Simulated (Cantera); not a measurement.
A Cantera script and its output.

```python
import numpy as np
import cantera as ct

gas = ct.Solution("gri30.yaml")
gas.TPX = 1150, 37000, {'CO': 0.017, 'O2': 0.0096, 'H2O': 0.043, 'N2': 1}
reactor = ct.IdealGasConstPressureReactor(gas, energy="off", clone=False)
net = ct.ReactorNet([reactor])
net.rtol, net.atol = 1e-08, 1e-18
show = ['CO', 'O2', 'H2O', 'CO2', 'O', 'NO']
times = np.geomspace(4e-06, 1, 11)

steps = ct.SolutionArray(gas, extra=["t"])
rows = []
print(f"{'t/s':>10s}{'T/K':>9s}{'P/Pa':>11s}" + "".join(f"{s:>11s}" for s in show))
for t in times:
    while net.time < t:
        t_next = net.step()
        steps.append(gas.state, t=t_next)
    rows.append([np.interp(t, steps.t, y) for y in (steps.T, steps.P, *steps(*show).X.T)])
    print(f"{t:10.3e}{rows[-1][0]:9.1f}{rows[-1][1]:11.4g}" + "".join(f"{x:11.3e}" for x in rows[-1][2:]))
rate = np.gradient(steps.T, steps.t)
print("integrator steps:", len(steps.t))
if steps.T.max() > steps.T[0] + 200:
    print(f"time of steepest temperature rise: {steps.t[rate.argmax()]:.4e} s")
gas.TPX = 1150, 37000, {'CO': 0.017, 'O2': 0.0096, 'H2O': 0.043, 'N2': 1}
gas.equilibrate("TP")
print(f"equilibrium (TP): T = {gas.T:.1f} K  " + "  ".join(f"{s} {gas[s].X[0]:.3e}" for s in show))
```

Output:

```
       t/s      T/K       P/Pa         CO         O2        H2O        CO2          O         NO
 4.000e-06   1150.0    3.7e+04  1.589e-02  8.975e-03  4.020e-02  4.554e-12  4.534e-12  1.637e-23
 1.386e-05   1150.0    3.7e+04  1.589e-02  8.975e-03  4.020e-02  1.583e-11  1.557e-11  2.045e-22
 4.804e-05   1150.0    3.7e+04  1.589e-02  8.975e-03  4.020e-02  5.594e-11  5.242e-11  2.786e-21
 1.665e-04   1150.0    3.7e+04  1.589e-02  8.975e-03  4.020e-02  2.216e-10  1.686e-10  3.975e-20
 5.771e-04   1150.0    3.7e+04  1.589e-02  8.975e-03  4.020e-02  1.460e-09  6.372e-10  5.453e-19
 2.000e-03   1150.0    3.7e+04  1.589e-02  8.975e-03  4.020e-02  5.554e-08  1.520e-08  2.667e-17
 6.931e-03   1150.0    3.7e+04  1.471e-02  8.469e-03  3.976e-02  1.185e-03  1.772e-04  2.980e-09
 2.402e-02   1150.0    3.7e+04  1.087e-03  2.026e-03  3.938e-02  1.491e-02  7.396e-05  5.032e-07
 8.326e-02   1150.0    3.7e+04  1.306e-04  1.177e-03  4.031e-02  1.589e-02  8.231e-06  5.447e-07
 2.885e-01   1150.0    3.7e+04  1.732e-05  1.053e-03  4.049e-02  1.600e-02  9.900e-07  5.460e-07
 1.000e+00   1150.0    3.7e+04  1.864e-06  1.037e-03  4.052e-02  1.602e-02  1.137e-07  5.451e-07
integrator steps: 1494
equilibrium (TP): T = 1150.0 K  CO 4.216e-09  O2 1.032e-03  H2O 4.052e-02  CO2 1.602e-02  O 4.417e-10  NO 1.012e-05
```

Model: GRI-Mech 3.0 (53 species, 325 reactions), integrated in Cantera.
